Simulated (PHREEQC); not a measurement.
Solution (25 °C): 110 mmol/kgw HF, 6.4 mmol/kgw KF and 0.0031 mmol/kgw H4SiO4. Closed to the air; pH follows from the charge balance.

Model: ion-association model, phreeqc.dat, run in PHREEQC.

```
Item                       Value
----------------  --------------
pH                          2.15
ionic strength    0.0143 mol/kgw
total alkalinity     -110 meq/kg
```

```json
[
 {"species": "HF", "molality": "0.0982", "activity": "0.0985", "log γ": "0.001"},
 {"species": "F-", "molality": "0.0104", "activity": "0.00919", "log γ": "-0.054"},
 {"species": "H+", "molality": "0.00792", "activity": "0.00714", "log γ": "-0.045"},
 {"species": "K+", "molality": "0.00640", "activity": "0.00566", "log γ": "-0.053"},
 {"species": "HF2-", "molality": "0.00392", "activity": "0.00347", "log γ": "-0.052"},
 {"species": "SiF6-2", "molality": "3.10e-6", "activity": "1.94e-6", "log γ": "-0.204"}
]
```

This is a speciation only: nothing precipitates in the calculation. Complexes and solids missing from the database can't appear. SiF6-2 is the database's only silicon fluoride.
